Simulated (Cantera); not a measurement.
Feed: 1 mol B2O3, 2.9 mol H2, held at 4300 Pa.

Method: chemical equilibrium by Gibbs-energy minimisation in Cantera with the NASA 1993 tables (ideal gas, pure condensed phases). Candidate condensed phases: B, B2O3, B3O3H3, H2O; 23 gas species. The numbers say what is thermodynamically allowed, not how fast it happens. All values below are at 2175 K.

Base state: H2 0.627, B2O3 0.142, HBO2 0.0988, HBO 0.0650, BO 0.0240, H 0.0186, B2O2 0.0144, H2O 0.00925 (mole fractions); condensed: gas only.

Problem. What changes in the equilibrium state with this change: pressure from 4300 Pa to 1330 Pa?

Solution. 
| species | before | after |
|---|---|---|
| H2 | 0.627 | 0.610 |
| B2O3 | 0.142 | 0.135 |
| HBO2 | 0.0988 | 0.101 |
| BO | 0.0240 | 0.0394 |
| H | 0.0186 | 0.0330 |
| B2O2 | 0.0144 | 0.0121 |
| HBO | 0.0650 | 0.0587 |
| H2O | 0.00925 | 0.0102 |
| OH | 3.69e-5 | 7.40e-5 |
| BO2 | 0.000475 | 0.000884 |
